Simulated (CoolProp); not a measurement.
Model: reference Helmholtz-energy equation of state, Lemmon 2005, in CoolProp.

Q: For R125, give the phase and the viscosity (µPa s), conductivity (mW/(m K)) at -82.25 °C and 0.0249 MPa; 111.15 °C and 0.138 MPa; -59.45 °C and 2.31 MPa.

A: 
- -82.25 °C and 0.0249 MPa: liquid; viscosity 754, conductivity 107
- 111.15 °C and 0.138 MPa: gas; viscosity 16.5, conductivity 20.8
- -59.45 °C and 2.31 MPa: liquid; viscosity 509, conductivity 97.7

Viscosity comes from a separate model (Huber 2006). Thermal conductivity comes from a separate model (Perkins 2006).
